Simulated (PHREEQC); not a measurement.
Model water analysis in mg/L, 5 °C, pH 8.05, pe -1.9: Na 4790; K 30.3; Ca 824; Mg 275; Cl 7610; S(6) as SO4 2410; Alkalinity as HCO3 0.0468; Li 0.723.

Cl is adjusted to close the charge balance.
Valence states are taken as typed.

Equilibrium calculation in PHREEQC: ion-association model, phreeqc.dat.

This is a speciation only: nothing precipitates in the calculation.

Question: Order these C species by the share of C that they hold, largest first: CO2, NaHCO3, HCO3-, MgHCO3+, CaHCO3+.

Answer: HCO3- (84 %), NaHCO3 (5.5 %), CaHCO3+ (3.5 %), MgHCO3+ (3.1 %), CO2 (1.7 %)

The ionic strength is 0.308 mol/kgw. Complexes and solids missing from the database can't appear. Constants without temperature data keep their 25 °C values here.
